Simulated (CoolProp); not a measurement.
R123 along the isotherm 500 K: fugacity coefficient from the reference equation and from simpler models built on Tc = 456.8 K, pc = 36.62 bar, ω = 0.282; each cubic takes its own stable root.

Computed with CoolProp (reference Helmholtz-energy equation of state, Younglove 1994). It is a modified Benedict-Webb-Rubin equation, recast in Helmholtz form.

```tsv
p (bar)	phase	reference	van der Waals	Soave-Redlich-Kwong
4.99	gas	0.9664	0.9677	0.9665
9.99	gas	0.9331	0.9355	0.9334
15	gas	0.9002	0.9034	0.9009
20	gas	0.8677	0.8715	0.8689
25	gas	0.8355	0.8395	0.8374
30	gas	0.8037	0.8075	0.8064
35	gas	0.7722	0.7752	0.7758
39.9	supercritical	0.7417	0.7430	0.7462
44.9	supercritical	0.7107	0.7093	0.7164
49.9	supercritical	0.6801	0.6744	0.6872
54.9	supercritical	0.6498	0.6401	0.6586
```
